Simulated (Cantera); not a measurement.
An isothermal, constant-pressure homogeneous reactor starts with CH₄ : H₂ : H = 0.037 : 1 : 0.011 (molar parts), at 2000 K and 0.0572 atm.

Detailed kinetics in Cantera: GRI-Mech 3.0 (53 species, 325 reactions). GRI-Mech 3.0 stops at C3 and has no aromatics, soot or wall deposition, so with more carbon than oxygen in the feed, carbon stays in small species such as C2H2 where larger ones or solid carbon would form.

x: mole fraction; the columns are a selection and need not sum to one.

| t (s) | x CH₄ | x H₂ | x H | x CH₃ | x C₂H₂ |
|---|---|---|---|---|---|
| 0.000400 | 0.0291 | 0.960 | 0.00576 | ___ | 0.00110 |
| 0.000976 | 0.0267 | 0.962 | 0.00530 | ___ | 0.00257 |
| 0.00238 | 0.0225 | 0.965 | 0.00501 | ___ | 0.00496 |
| 0.00582 | 0.0162 | 0.969 | 0.00511 | ___ | 0.00839 |
| 0.0142 | 0.00905 | 0.972 | 0.00550 | ___ | 0.0122 |
| 0.0346 | 0.00392 | 0.975 | 0.00601 | ___ | 0.0149 |
| 0.0845 | 0.00148 | 0.976 | 0.00642 | ___ | 0.0163 |
| 0.206 | 0.000553 | 0.976 | 0.00664 | ___ | 0.0168 |
| 0.504 | 0.000229 | 0.976 | 0.00670 | ___ | 0.0169 |
| 1.23 | 0.000128 | 0.976 | 0.00672 | ___ | 0.0170 |
| 3.00 | 0.000111 | 0.976 | 0.00672 | ___ | 0.0170 |

**Question.** Some entries are withheld; supply them.

**Answer.** 
- 0.000400, x CH₃: 0.00341
- 0.000976, x CH₃: 0.00288
- 0.00238, x CH₃: 0.00229
- 0.00582, x CH₃: 0.00167
- 0.0142, x CH₃: 0.00101
- 0.0346, x CH₃: 0.000475
- 0.0845, x CH₃: 0.000191
- 0.206, x CH₃: 7.40e-5
- 0.504, x CH₃: 3.09e-5
- 1.23, x CH₃: 1.73e-5
- 3.00, x CH₃: 1.51e-5
